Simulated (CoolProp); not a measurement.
Model: reference Helmholtz-energy equation of state, Thol 2015, in CoolProp.

Q: For 1,2-dichloroethane, give the phase and the density (kg/m³), cv (kJ/(kg K)), expansivity (1/kK), fugacity coefficient at 467.7 K and 69.9 bar.

A: 
- 467.7 K and 69.9 bar: liquid; density 974, cv 1.01, expansivity 2.10, fugacity coefficient 0.184
